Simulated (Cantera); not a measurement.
Gas mixture: CH₃OH : CO = 0.51 : 0.32 (molar parts), at 0.132 atm, frozen composition.

Cantera's kinetic-theory transport with the Lennard-Jones parameters of GRI-Mech 3.0, ideal gas; thermal conductivity in the multicomponent form. Polar gases are described roughly by these parameters. The composition is frozen, though it would react at the higher temperatures.

D: mixture-averaged diffusion coefficient of that species in the mixture.

```
T (K)  ρ (kg/m³)  cp (J/kg/K)  μ (µPa s)  λ (mW/m/K)     Pr  D (cm²/s) H  D (cm²/s) C₂H₂  D (cm²/s) N₂
-----  ---------  -----------  ---------  ----------  -----  -----------  --------------  ------------
400        0.122         1407       15.7        29.8  0.742         13.0            1.73          2.20
500       0.0978         1577       19.3        40.7  0.746         19.6            2.62          3.29
600       0.0815         1742       22.6        52.5  0.750         27.2            3.66          4.54
700       0.0698         1888       25.8        64.7  0.753         35.7            4.83          5.94
800       0.0611         2012       28.8        76.9  0.754         45.0            6.12          7.47
900       0.0543         2119       31.7           …  0.756            …               …             …
1000      0.0489         2226       34.4           …  0.757            …               …             …
1100      0.0444         2313       37.1         113  0.758         77.9            10.7          12.9
```

Task: Some entries are withheld; supply them.

Result: 
- 900, λ (mW/m/K): 88.9
- 900, D (cm²/s) H: 55.2
- 900, D (cm²/s) C₂H₂: 7.53
- 900, D (cm²/s) N₂: 9.14
- 1000, λ (mW/m/K): 101
- 1000, D (cm²/s) H: 66.2
- 1000, D (cm²/s) C₂H₂: 9.04
- 1000, D (cm²/s) N₂: 10.9
